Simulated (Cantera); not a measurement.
Charge: 1 mol CF₄, 0.011 mol F₂, equilibrated at 1375 K and 1.00 bar.

Equilibrium computed with Cantera from the NASA thermochemical tables; the gas is ideal and each condensed phase is pure. Candidate condensed phases: C; 13 gas species. Gases not in the tables: C₂F₆ and larger saturated fluorocarbons. Rates play no part.

Base state: CF₄ 0.979, F 0.0211, F₂ 0.000203 (mole fractions); condensed: gas only.

Question: What changes in the equilibrium state with this change: temperature from 1375 K to 2825 K?

Answer: 
```
species    before    after
-------  --------  -------
F          0.0211    0.443
CF₄         0.979    0.327
CF₂         <1e-9    0.196
CF₃         <1e-9   0.0321
CF          <1e-9  0.00230
C₂F₄        <1e-9  1.65e-5
F₂       0.000203  4.64e-5
```
The tables' values for C₂F₄ are old estimates; treat these amounts as uncertain.
